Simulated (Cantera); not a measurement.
An isothermal, constant-pressure homogeneous reactor starts with H₂ : O₂ : N₂ = 0.89 : 1 : 12 (molar parts), at 975 K and 13300 Pa.

Model: GRI-Mech 3.0 (53 species, 325 reactions), integrated in Cantera. Radical loss at walls, strong at low pressure, is not modelled. The temperature is held fixed by assumption; the heat of reaction is taken as removed at once.

x: mole fraction; the columns are a selection and need not sum to one.

```tsv
t (s)	x H₂	x O₂	x H₂O₂	x N₂O	x NO	x NO₂	x H₂O
3.00e-6	0.0641	0.0720	<1e-12	<1e-12	<1e-12	<1e-12	<1e-12
1.05e-5	0.0641	0.0720	<1e-12	<1e-12	<1e-12	<1e-12	<1e-12
3.67e-5	0.0641	0.0720	<1e-12	<1e-12	<1e-12	<1e-12	<1e-12
0.000128	0.0641	0.0720	<1e-12	<1e-12	<1e-12	<1e-12	1.17e-11
0.000448	0.0641	0.0720	<1e-12	<1e-12	<1e-12	<1e-12	3.76e-10
0.00157	0.0641	0.0720	3.83e-11	<1e-12	<1e-12	<1e-12	3.52e-7
0.00548	0.00364	0.0433	5.34e-7	6.61e-9	6.81e-7	4.32e-11	0.0595
0.0191	0.000210	0.0414	3.60e-7	1.14e-8	7.37e-7	?	0.0659
0.0669	2.78e-5	0.0413	1.44e-7	1.24e-8	7.22e-7	?	0.0662
0.234	2.34e-6	0.0413	3.78e-8	1.29e-8	7.09e-7	?	0.0662
0.818	1.22e-7	0.0413	8.03e-9	1.30e-8	7.15e-7	?	0.0662
2.86	8.81e-9	0.0413	1.85e-9	1.31e-8	7.27e-7	?	0.0662
10.0	1.70e-9	0.0413	4.92e-10	1.31e-8	7.34e-7	?	0.0662
```

Problem. Complete the blanks.

Solution. 
- 0.0191, x NO₂: 3.59e-9
- 0.0669, x NO₂: 1.83e-8
- 0.234, x NO₂: 3.13e-8
- 0.818, x NO₂: 2.52e-8
- 2.86, x NO₂: 1.35e-8
- 10.0, x NO₂: 6.30e-9
